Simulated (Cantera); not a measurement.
A closed system holds: 1 mol ZrO₂, 200 mol H₂, 2.1 mol H₂O, held at 1698 K and 5250 Torr.

Cantera equilibrium calculation (NASA polynomials, part measured and part estimated; ideal gas, pure solids and liquids). Candidate condensed phases: H₂O, Zr, ZrO₂; 12 gas species. Rates play no part.

Base state: H₂ 0.990, H₂O 0.0104, H 5.44e-5 (mole fractions); condensed: ZrO₂(tetragonal).

What changes in the equilibrium state with this change: temperature from 1698 K to 2125 K?


```csv
species,before,after
H₂,0.990,0.988
H₂O,0.0104,0.0104
H,5.44e-5,0.00136
"ZrO₂(tetragonal), mol",1.00,1.00
```

What changes in the equilibrium state with this change: ZrO₂ replaced by CuO?


```
species                 before    after
---------------------  -------  -------
H₂                       0.990    0.985
H₂O                     0.0104   0.0153
H                      5.44e-5  5.42e-5
Cu                           0  2.21e-5
ZrO₂(tetragonal), mol     1.00        0
Cu(l), mol                   0    0.996
```
Further candidate phases: Cu, CuO, Cu(OH)₂, Cu₂O.
